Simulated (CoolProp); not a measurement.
Saturation properties of R365MFC.

The numbers come from the reference Helmholtz-energy equation of state, Lemmon 2016 in CoolProp.

| T (K) | p (MPa) | liquid density (kg/m³) | surface tension (mN/m) |
|---|---|---|---|
| 264.2 | 0.01158 | 1327 | 19.0 |
| 276.7 | 0.02197 | 1302 | 17.5 |
| 289.2 | 0.03899 | 1276 | 16.1 |
| 301.7 | 0.06540 | 1249 | ? |
| 314.2 | 0.1045 | 1222 | 13.3 |
| 326.8 | 0.1606 | ? | 11.9 |
| 339.3 | 0.2371 | 1164 | 10.6 |
| 351.8 | 0.3391 | 1133 | 9.27 |
| 364.3 | 0.4717 | 1100 | 7.99 |
| 376.8 | 0.6404 | 1065 | 6.74 |
| 389.4 | 0.8534 | 1027 | 5.53 |
| 401.9 | 1.114 | 984.6 | 4.37 |
| 414.4 | 1.432 | 937.2 | 3.26 |
| 426.9 | 1.816 | 881.8 | 2.21 |
| 439.4 | 2.279 | ? | 1.25 |

**Question.** What belongs in the gaps?

**Answer.** 
- 301.7, surface tension (mN/m): 14.7
- 326.8, liquid density (kg/m³): 1193
- 439.4, liquid density (kg/m³): 813.0

It boils at 313.3 K under 1 atm.

Surface tension comes from a separate correlation (Mulero 2012).
